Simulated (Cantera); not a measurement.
**Stirred combustor or abatement burner**

A perfectly stirred reactor is fed with CH₄ : O₂ : N₂ = 1 : 2.33 : 8.74 (molar parts), equivalence ratio 0.86, at 4.93 atm; it is adiabatic with a 775 K inlet, and is followed from long to short residence time, starting on the burning branch (τ in s: 0.31, 0.11, 0.042, 0.015, 0.0057, 0.0021, 0.00076, 0.00028, 0.0001, 3.8e-05, 1.4e-05).

Detailed kinetics in Cantera: GRI-Mech 3.0 (53 species, 325 reactions).

```json
[
 {"τ (s)": "0.31", "T (K)": "2398", "x CH₄": "1.40e-7", "x O₂": "0.0257", "x H₂": "0.00160", "x C₂H₂": "<1e-12", "x C₂H": "<1e-12", "x CH₂O": "2.58e-8", "x C₂H₄": "<1e-12"},
 {"τ (s)": "0.11", "T (K)": "2398", "x CH₄": "3.90e-7", "x O₂": "0.0260", "x H₂": "0.00161", "x C₂H₂": "3.81e-12", "x C₂H": "<1e-12", "x CH₂O": "7.23e-8", "x C₂H₄": "2.09e-12"},
 {"τ (s)": "0.042", "T (K)": "2399", "x CH₄": "1.00e-6", "x O₂": "0.0264", "x H₂": "0.00163", "x C₂H₂": "2.37e-11", "x C₂H": "<1e-12", "x CH₂O": "1.87e-7", "x C₂H₄": "1.37e-11"},
 {"τ (s)": "0.015", "T (K)": "2400", "x CH₄": "2.71e-6", "x O₂": "0.0272", "x H₂": "0.00168", "x C₂H₂": "1.64e-10", "x C₂H": "1.61e-12", "x CH₂O": "5.11e-7", "x C₂H₄": "9.88e-11"},
 {"τ (s)": "0.0057", "T (K)": "2398", "x CH₄": "6.77e-6", "x O₂": "0.0280", "x H₂": "0.00179", "x C₂H₂": "9.43e-10", "x C₂H": "9.58e-12", "x CH₂O": "1.29e-6", "x C₂H₄": "5.94e-10"},
 {"τ (s)": "0.0021", "T (K)": "2388", "x CH₄": "1.67e-5", "x O₂": "0.0290", "x H₂": "0.00209", "x C₂H₂": "4.94e-9", "x C₂H": "5.30e-11", "x CH₂O": "3.19e-6", "x C₂H₄": "3.34e-9"},
 {"τ (s)": "0.00076", "T (K)": "2364", "x CH₄": "3.91e-5", "x O₂": "0.0304", "x H₂": "0.00274", "x C₂H₂": "2.01e-8", "x C₂H": "2.35e-10", "x CH₂O": "7.43e-6", "x C₂H₄": "1.54e-8"},
 {"τ (s)": "0.00028", "T (K)": "2320", "x CH₄": "8.49e-5", "x O₂": "0.0325", "x H₂": "0.00389", "x C₂H₂": "5.99e-8", "x C₂H": "7.67e-10", "x CH₂O": "1.57e-5", "x C₂H₄": "5.41e-8"},
 {"τ (s)": "0.00010", "T (K)": "2251", "x CH₄": "0.000189", "x O₂": "0.0358", "x H₂": "0.00566", "x C₂H₂": "1.64e-7", "x C₂H": "2.20e-9", "x CH₂O": "3.27e-5", "x C₂H₄": "1.79e-7"},
 {"τ (s)": "3.8e-5", "T (K)": "2164", "x CH₄": "0.000435", "x O₂": "0.0406", "x H₂": "0.00768", "x C₂H₂": "4.85e-7", "x C₂H": "6.12e-9", "x CH₂O": "6.82e-5", "x C₂H₄": "6.38e-7"},
 {"τ (s)": "1.4e-5", "T (K)": "2036", "x CH₄": "0.00138", "x O₂": "0.0504", "x H₂": "0.0101", "x C₂H₂": "2.81e-6", "x C₂H": "2.47e-8", "x CH₂O": "0.000181", "x C₂H₄": "4.54e-6"}
]
```
x: mole fraction; the columns are a selection and need not sum to one.
